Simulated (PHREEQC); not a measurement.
1 kg of water holding 0.0074 mol/kgw KCl, 0.0051 mol/kgw Na2SO4 and 0.19 mol/kgw Na2CO3 is evaporated at 20 °C; the solids stay in contact with the brine. CO2 is held at log p = -3.4 (atm). Only these solids could form: Arcanite, Burkeite, Glaserite, Halite, Kalicinite, Mirabilite, Misenite, Nahcolite, Natron, Sylvite, Thenardite, Trona.

The series has 22 steps of water left (kg), from 0.9992 to 0.01152.

Model: Pitzer model, pitzer.dat, run in PHREEQC.

Question: Which solids form, in which order, and at which step of the series does each first stand?

Answer: Trona from water left = 0.05172 kg (pH 10.15).
